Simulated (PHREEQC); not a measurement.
A PHREEQC speciation (ion-association model, wateq4f.dat) at 63 °C gives pH 2.88 and these molalities:

```csv
species,mol/kgw
SO4-2,0.00190
H+,0.00145
FeOH+2,0.000813
Fe(OH)2+,0.000547
FeSO4+,0.000525
HSO4-,0.000475
Fe+3,3.42e-5
Fe(SO4)2-,1.72e-5
Fe2(OH)2+4,9.70e-6
FeHSO4+2,3.03e-6
Fe(OH)3,2.09e-7
Fe3(OH)4+5,1.07e-7
```

Problem. What are the element totals, and what could have been dissolved in 1 kg of water to give them?

Solution. One answer among several that fit: totals Fe(3) 0.00196, S(6) 0.00294 mol/kgw, from 0.00098 mol/kgw Fe2(SO4)3.

Precipitation was switched off in this run. Examples of supersaturated solids here: Hematite (slow to form), Goethite (slow to form). Others may be too. At this temperature some constants are extrapolated from 25 °C, and those without enthalpy data are left unchanged.
